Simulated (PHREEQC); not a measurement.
# Metal-bearing waste water

A solution holds 0.17 mol/kgw CdCl2, 0.0054 mol/kgw CuCl2 and 0.0029 mol/kgw NaCl, at 28 °C. Closed to the air; pH follows from the charge balance.

The numbers come from PHREEQC with the ion-association model, wateq4f.dat.

No solid was allowed to form.

Q: Predict the pH, activity of water.

A: pH 4.97; activity of water 0.994.

Q: In which forms is Cu present?

A: Cu+2 85 %, CuCl+ 14 %, CuCl2 0.6 % of the Cu.

Examples of supersaturated solids here: Atacamite. Others may be too.
